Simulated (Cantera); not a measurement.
A perfectly stirred reactor is fed with CH₄ : H₂ : O₂ = 0.0024 : 0.33 : 0.0095 (molar parts), equivalence ratio 18, at 7.50 Torr; it is held at 2898 K, and followed from long to short residence time.

Computed with Cantera and GRI-Mech 3.0 (53 species, 325 reactions). Radical loss at walls, strong at low pressure, is not modelled. The temperature is held fixed by assumption; the heat of reaction is taken as removed at once.

Predict: x(CH₄) at τ = 1.40 s; x(H₂) at τ = 1.40 s; x(O₂) at τ = 1.40 s; x(O) at τ = 1.40 s; x(CH₄) at τ = 17.0 ms; x(H₂) at τ = 17.0 ms; x(O₂) at τ = 17.0 ms; x(CH₂O) at τ = 17.0 ms; x(O) at τ = 17.0 ms.


```json
{
 "x(CH₄) at τ = 1.40 s": "4.48e-9",
 "x(H₂) at τ = 1.40 s": "0.393",
 "x(O₂) at τ = 1.40 s": "0.000140",
 "x(O) at τ = 1.40 s": "0.00738",
 "x(CH₄) at τ = 17.0 ms": "8.10e-5",
 "x(H₂) at τ = 17.0 ms": "0.847",
 "x(O₂) at τ = 17.0 ms": "6.00e-5",
 "x(CH₂O) at τ = 17.0 ms": "4.36e-7",
 "x(O) at τ = 17.0 ms": "0.000120"
}
```
